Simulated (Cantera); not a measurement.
An adiabatic, constant-volume homogeneous reactor starts with CH₄ : CO : O₂ : N₂ = 1 : 0.45 : 5.3 : 19.9 (molar parts), equivalence ratio 0.42, at 1650 K and 3750 Torr. Integrator tolerance rtol = 1e-08.

Cantera simulation using GRI-Mech 3.0 (53 species, 325 reactions); the numbers are that mechanism's predictions, not measurements.

What does this change do: pressure from 3750 Torr to 285 Torr?


| quantity | before | after |
|---|---|---|
| time of steepest temperature rise | 66.6 µs | 0.628 ms |
| temperature at 1.00 s | 2626 K | 2528 K |
| equilibrium temperature | 2626 K | 2528 K |
| x(CH₄) at 1.00 s | <1e-12 (gas-phase equilibrium <1e-12) | <1e-12 (gas-phase equilibrium <1e-12) |
| x(CO) at 1.00 s | 0.00388 (gas-phase equilibrium 0.00388) | 0.00798 (gas-phase equilibrium 0.00798) |
| x(O₂) at 1.00 s | 0.105 (gas-phase equilibrium 0.105) | 0.105 (gas-phase equilibrium 0.105) |
| x(H₂O) at 1.00 s | 0.0698 (gas-phase equilibrium 0.0698) | 0.0659 (gas-phase equilibrium 0.0659) |
| x(OH) at 1.00 s | 0.00881 (gas-phase equilibrium 0.00881) | 0.0123 (gas-phase equilibrium 0.0123) |
| x(CH₂O) at 1.00 s | 1.01e-11 (gas-phase equilibrium 1.01e-11) | 3.40e-12 (gas-phase equilibrium 3.40e-12) |
| x(N₂O) at 1.00 s | 2.95e-6 (gas-phase equilibrium 2.95e-6) | 6.79e-7 (gas-phase equilibrium 6.79e-7) |

What does this change do: initial temperature 1650 to 1800 K?


| quantity | before | after |
|---|---|---|
| time of steepest temperature rise | 66.6 µs | 24.7 µs |
| temperature at 1.00 s | 2626 K | 2714 K |
| equilibrium temperature | 2626 K | 2714 K |
| x(CH₄) at 1.00 s | <1e-12 (gas-phase equilibrium <1e-12) | <1e-12 (gas-phase equilibrium <1e-12) |
| x(CO) at 1.00 s | 0.00388 (gas-phase equilibrium 0.00388) | 0.00580 (gas-phase equilibrium 0.00580) |
| x(O₂) at 1.00 s | 0.105 (gas-phase equilibrium 0.105) | 0.103 (gas-phase equilibrium 0.103) |
| x(H₂O) at 1.00 s | 0.0698 (gas-phase equilibrium 0.0698) | 0.0678 (gas-phase equilibrium 0.0678) |
| x(OH) at 1.00 s | 0.00881 (gas-phase equilibrium 0.00881) | 0.0112 (gas-phase equilibrium 0.0112) |
| x(CH₂O) at 1.00 s | 1.01e-11 (gas-phase equilibrium 1.01e-11) | 2.11e-11 (gas-phase equilibrium 2.11e-11) |
| x(N₂O) at 1.00 s | 2.95e-6 (gas-phase equilibrium 2.95e-6) | 3.27e-6 (gas-phase equilibrium 3.27e-6) |
